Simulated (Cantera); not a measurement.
An isothermal, constant-pressure homogeneous reactor starts with N2O : H2 : N2 = 1 : 0.0086 : 1.6 (molar parts), at 1223 K and 0.300 bar.

Model: GRI-Mech 3.0 (53 species, 325 reactions), integrated in Cantera. GRI-Mech 3.0 was tuned for natural gas; its chemistry of N2O as a main component is partial and can be far from experiment. The mechanism lacks the step 2 NO + O2 → 2 NO2, which can matter for NO2 below about 1400 K. The temperature is held fixed by assumption; the heat of reaction is taken as removed at once.

x: mole fraction; the columns are a selection and need not sum to one.

| t (s) | x N2O | x H2 | x N2 | x H | x O | x H2O |
|---|---|---|---|---|---|---|
| 0.000200 | 0.383 | 0.00329 | 0.613 | 4.55e-7 | 1.96e-6 | 6.61e-6 |
| 0.000540 | 0.383 | 0.00324 | 0.613 | 1.12e-6 | 1.97e-6 | 5.51e-5 |
| 0.00146 | 0.383 | 0.00296 | 0.614 | 1.94e-6 | 2.04e-6 | 0.000328 |
| 0.00394 | 0.382 | 0.00208 | 0.615 | 1.65e-6 | 2.21e-6 | 0.00120 |
| 0.0106 | 0.380 | 0.000862 | 0.617 | 5.37e-7 | 2.38e-6 | 0.00242 |
| 0.0287 | 0.377 | 0.000174 | 0.618 | 6.88e-8 | 2.47e-6 | 0.00311 |
| 0.0775 | 0.370 | 1.01e-5 | 0.622 | 5.53e-9 | 2.46e-6 | 0.00327 |
| 0.209 | 0.354 | ___ | 0.630 | 2.92e-9 | 2.42e-6 | 0.00326 |
| 0.565 | 0.315 | 1.22e-8 | 0.651 | 3.08e-9 | 2.36e-6 | 0.00320 |
| 1.52 | 0.233 | 1.17e-8 | 0.696 | 3.16e-9 | 2.24e-6 | 0.00309 |
| 4.12 | 0.112 | 1.08e-8 | 0.761 | 2.81e-9 | 1.86e-6 | 0.00292 |
| 11.1 | 0.0228 | 5.66e-9 | 0.810 | 1.03e-9 | 8.64e-7 | 0.00280 |
| 30.0 | ___ | 6.27e-10 | 0.822 | 3.52e-11 | ___ | 0.00277 |

Fill in the missing entries.


- 0.209, x H2: 2.11e-8
- 30.0, x N2O: 0.00106
- 30.0, x O: 8.08e-8
